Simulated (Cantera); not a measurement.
Cantera run:

```python
import numpy as np
import cantera as ct

gas_names = [...]  # 118 gases of nasa_gas.yaml made of C, Cl, F, H
cond_names = """
    C(gr) C6H6(L) C7H8(L) C8H18(L),n-octa
""".split()


# ... load() reads the species with a 1 bar reference pressure and builds the phases ...
atoms = {
    'C2F6': {'C': 2, 'F': 6},
    'HCl': {'H': 1, 'CL': 1},
}
top_T = {'C(gr)': 4500}  # K; cautious upper limits of use, not melting points


# ... equilibrate(T, P, feed) seeds the gas with the atoms and calls Mixture.equilibrate('TP', solver="vcs", rtol=1e-11, max_steps=5000) ...
results = []
feed = {'C2F6': 1, 'HCl': 0.38}  # mol
P = 43  # Pa
for T in [1373, 1398, 1423, 1448, 1473, 1498, 1523, 1548, 1573, 1598, 1623, 1648]:
    mix = equilibrate(T, P, feed)
    results.append((T, P, feed, dict(zip(mix.species_names, mix.species_moles))))
    x = sorted(zip(gas.X, gas.species_names), reverse=True)
    print(f"T = {T:g} K  P = {P:g} Pa  gas = {mix.phase_moles(0):.4g} mol")
    print("   x: " + "  ".join(f"{s} {v:.3e}" for v, s in x if v > 1e-06))
    print("   condensed (mol): " + ("  ".join(f"{mix.phase(i).name} {mix.phase_moles(i):.4g}"
          for i in range(1, mix.n_phases) if mix.phase_moles(i) > 1e-12) or "none"))
```

Output:

```
T = 1373 K  P = 43 Pa  gas = 2.12 mol
   x: CF4 6.624e-01  HF 1.740e-01  CL 1.401e-01  CL2 1.597e-02  HCL 5.216e-03  CCLF3 1.965e-03  CF2 2.106e-04  F 5.698e-05  CF3 2.970e-05  CLF 1.478e-05  CCL2F2 5.250e-06
   condensed (mol): C(gr) 0.591
T = 1398 K  P = 43 Pa  gas = 2.13 mol
   x: CF4 6.591e-01  HF 1.742e-01  CL 1.483e-01  CL2 1.207e-02  HCL 4.188e-03  CCLF3 1.688e-03  CF2 3.257e-04  F 9.342e-05  CF3 4.224e-05  CLF 1.709e-05  CCL2F2 3.827e-06
   condensed (mol): C(gr) 0.5916
T = 1423 K  P = 43 Pa  gas = 2.139 mol
   x: CF4 6.563e-01  HF 1.743e-01  CL 1.548e-01  CL2 9.001e-03  HCL 3.348e-03  CCLF3 1.441e-03  CF2 4.963e-04  F 1.506e-04  CF3 5.934e-05  CLF 1.943e-05  CCL2F2 2.756e-06
   condensed (mol): C(gr) 0.592
T = 1448 K  P = 43 Pa  gas = 2.146 mol
   x: CF4 6.541e-01  HF 1.744e-01  CL 1.599e-01  CL2 6.648e-03  HCL 2.670e-03  CCLF3 1.226e-03  CF2 7.453e-04  F 2.388e-04  CF3 8.244e-05  CLF 2.178e-05  CCL2F2 1.969e-06
   condensed (mol): C(gr) 0.5922
T = 1473 K  P = 43 Pa  gas = 2.151 mol
   x: CF4 6.521e-01  HF 1.745e-01  CL 1.637e-01  CL2 4.887e-03  HCL 2.130e-03  CF2 1.104e-03  CCLF3 1.041e-03  F 3.728e-04  CF3 1.133e-04  CLF 2.413e-05  CCL2F2 1.402e-06
   condensed (mol): C(gr) 0.5923
T = 1498 K  P = 43 Pa  gas = 2.156 mol
   x: CF4 6.504e-01  HF 1.746e-01  CL 1.665e-01  CL2 3.587e-03  HCL 1.702e-03  CF2 1.613e-03  CCLF3 8.836e-04  F 5.734e-04  CF3 1.540e-04  CLF 2.650e-05
   condensed (mol): C(gr) 0.5921
T = 1523 K  P = 43 Pa  gas = 2.16 mol
   x: CF4 6.487e-01  HF 1.746e-01  CL 1.685e-01  CL2 2.637e-03  CF2 2.328e-03  HCL 1.363e-03  F 8.698e-04  CCLF3 7.510e-04  CF3 2.072e-04  CLF 2.888e-05
   condensed (mol): C(gr) 0.5917
T = 1548 K  P = 43 Pa  gas = 2.164 mol
   x: CF4 6.469e-01  HF 1.745e-01  CL 1.700e-01  CF2 3.318e-03  CL2 1.945e-03  F 1.302e-03  HCL 1.096e-03  CCLF3 6.394e-04  CF3 2.760e-04  CLF 3.129e-05
   condensed (mol): C(gr) 0.591
T = 1573 K  P = 43 Pa  gas = 2.168 mol
   x: CF4 6.448e-01  HF 1.744e-01  CL 1.709e-01  CF2 4.674e-03  F 1.923e-03  CL2 1.441e-03  HCL 8.852e-04  CCLF3 5.455e-04  CF3 3.643e-04  CLF 3.371e-05
   condensed (mol): C(gr) 0.59
T = 1598 K  P = 43 Pa  gas = 2.173 mol
   x: CF4 6.422e-01  HF 1.742e-01  CL 1.715e-01  CF2 6.510e-03  F 2.805e-03  CL2 1.073e-03  HCL 7.179e-04  CF3 4.761e-04  CCLF3 4.665e-04  CLF 3.615e-05  CF 1.056e-06
   condensed (mol): C(gr) 0.5886
T = 1623 K  P = 43 Pa  gas = 2.178 mol
   x: CF4 6.389e-01  HF 1.739e-01  CL 1.718e-01  CF2 8.968e-03  F 4.045e-03  CL2 8.034e-04  CF3 6.166e-04  HCL 5.847e-04  CCLF3 3.997e-04  CLF 3.860e-05  CF 1.849e-06
   condensed (mol): C(gr) 0.5866
T = 1648 K  P = 43 Pa  gas = 2.186 mol
   x: CF4 6.346e-01  HF 1.734e-01  CL 1.718e-01  CF2 1.222e-02  F 5.765e-03  CF3 7.911e-04  CL2 6.047e-04  HCL 4.782e-04  CCLF3 3.431e-04  CLF 4.104e-05  CF 3.181e-06
   condensed (mol): C(gr) 0.5839
```

Cantera equilibrium calculation (NASA polynomials, part measured and part estimated; ideal gas, pure solids and liquids). The feed counts by its element totals alone. Gases not in the tables: C2F6 and larger saturated fluorocarbons.
